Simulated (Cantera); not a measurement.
A closed system holds: 1 mol SiH₂Cl₂, 0.26 mol HCl, 3.4 mol H₂, equilibrated at 16000 Pa.

These are equilibrium values from Cantera (NASA tables, ideal gas, pure condensed phases), not measurements of a reactor. Candidate condensed phases: Si; 19 gas species. The tables' values for SiCl₃, SiCl are old estimates; treat these amounts as uncertain. Gases not in the tables: Si₂H₆ and higher silanes. The numbers say what is thermodynamically allowed, not how fast it happens.

x: gas mole fraction; n: condensed amount in mol.

| T (°C) | x H₂ | x HCl | x SiCl₂ | x SiCl₄ | x SiHCl₃ | x SiCl₃ | n Si(s) | n Si(l) |
|---|---|---|---|---|---|---|---|---|
| 852 | 0.848 | 0.0418 | 0.00436 | 0.0736 | 0.0260 | 0.00511 | 0.435 | 0 |
| 927 | 0.829 | ___ | ___ | ___ | ___ | 0.00908 | 0.444 | 0 |
| 1002 | 0.806 | 0.0883 | 0.0251 | 0.0485 | 0.0178 | 0.0137 | 0.441 | 0 |
| 1077 | 0.780 | 0.113 | 0.0457 | 0.0317 | 0.0126 | 0.0170 | 0.422 | 0 |
| 1152 | 0.757 | 0.131 | 0.0689 | 0.0170 | 0.00765 | 0.0172 | 0.391 | 0 |
| 1227 | 0.742 | 0.143 | 0.0883 | 0.00766 | 0.00412 | 0.0146 | 0.361 | 0 |
| 1302 | 0.734 | 0.148 | 0.101 | 0.00315 | 0.00208 | 0.0111 | 0.339 | 0 |
| 1377 | 0.730 | 0.150 | 0.110 | ___ | ___ | 0.00800 | 0.324 | 0 |
| 1452 | 0.726 | 0.154 | 0.113 | 0.000559 | 0.000545 | 0.00580 | 0 | 0.325 |

Question: Complete the blanks.

Answer: 
- 927, x HCl: 0.0634
- 927, x SiCl₂: 0.0115
- 927, x SiCl₄: 0.0632
- 927, x SiHCl₃: 0.0225
- 1377, x SiCl₄: 0.00128
- 1377, x SiHCl₃: 0.00105
